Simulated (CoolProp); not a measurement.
Vapour-liquid equilibrium of R125 (1) + R115 (2) at 184 K; x and y are mole fractions of (1).

Model: multi-fluid Helmholtz-energy mixture model, Lemmon 2005 and Lemmon 2016; pair parameters Bell 2016, in CoolProp.

```csv
x,bubble pressure (kPa),y at the bubble point,dew pressure at overall composition x (kPa),liquid density (mol/L)
0.05,5.967,0.163,5.446,11.18
0.125,6.795,0.314,5.782,11.33
0.2,7.387,0.409,6.155,11.48
0.275,7.811,0.475,6.566,11.65
0.35,8.115,0.525,7.015,11.82
0.425,8.333,0.566,7.491,12.00
0.5,8.486,0.602,7.967,12.19
0.575,8.589,0.636,8.375,12.40
0.65,8.645,0.672,8.616,12.61
0.725,8.651,0.712,8.641,12.84
0.8,8.590,0.761,8.501,13.07
0.875,8.433,0.824,8.269,13.33
0.95,8.126,0.914,7.992,13.59
```

y crosses x between x = 0.65 and 0.725: the model has an azeotrope there.

Pair parameters are fitted to limited data, so mixtures are less certain than the pure fluids.
